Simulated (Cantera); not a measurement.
An isothermal, constant-pressure homogeneous reactor starts with NH₃ : N₂ = 1 : 0.53 (molar parts), at 1650 K and 1.00 bar. Integrator tolerance rtol = 1e-08.

Cantera simulation using the gas-phase N/H chemistry of the illustrative SiF4/NH3 mechanism in the Surface Chemkin manual (1991); the numbers are that mechanism's predictions, not measurements. Walls and surfaces, which speed up NH3 decomposition in real reactors, are not modelled.

Problem. What does this change do: pressure from 1.00 bar to 0.0100 bar?

Solution. 
```
quantity                                             before                                     after
-----------------  ----------------------------------------  ----------------------------------------
x(NH₃) at 80.0 s     0.0117 (gas-phase equilibrium 1.18e-5)     0.222 (gas-phase equilibrium 1.18e-7)
x(H₂) at 80.0 s         0.582 (gas-phase equilibrium 0.593)       0.392 (gas-phase equilibrium 0.592)
x(H) at 80.0 s      6.80e-5 (gas-phase equilibrium 7.04e-5)  7.41e-5 (gas-phase equilibrium 0.000704)
x(N₂) at 80.0 s         0.406 (gas-phase equilibrium 0.407)       0.386 (gas-phase equilibrium 0.407)
x(N₂H₂) at 80.0 s   3.93e-10 (gas-phase equilibrium <1e-12)    4.82e-7 (gas-phase equilibrium <1e-12)
x(N) at 80.0 s     1.19e-9 (gas-phase equilibrium 1.27e-12)  8.57e-8 (gas-phase equilibrium 1.27e-11)
```

Problem. What does this change do: pressure from 1.00 bar to 0.160 bar?

Solution. 
```tsv
quantity	before	after
x(NH₃) at 80.0 s	0.0117 (gas-phase equilibrium 1.18e-5)	0.0221 (gas-phase equilibrium 1.89e-6)
x(H₂) at 80.0 s	0.582 (gas-phase equilibrium 0.593)	0.573 (gas-phase equilibrium 0.593)
x(H) at 80.0 s	6.80e-5 (gas-phase equilibrium 7.04e-5)	0.000128 (gas-phase equilibrium 0.000176)
x(N₂) at 80.0 s	0.406 (gas-phase equilibrium 0.407)	0.405 (gas-phase equilibrium 0.407)
x(N₂H₂) at 80.0 s	3.93e-10 (gas-phase equilibrium <1e-12)	6.50e-9 (gas-phase equilibrium <1e-12)
x(N) at 80.0 s	1.19e-9 (gas-phase equilibrium 1.27e-12)	1.56e-8 (gas-phase equilibrium 3.16e-12)
```
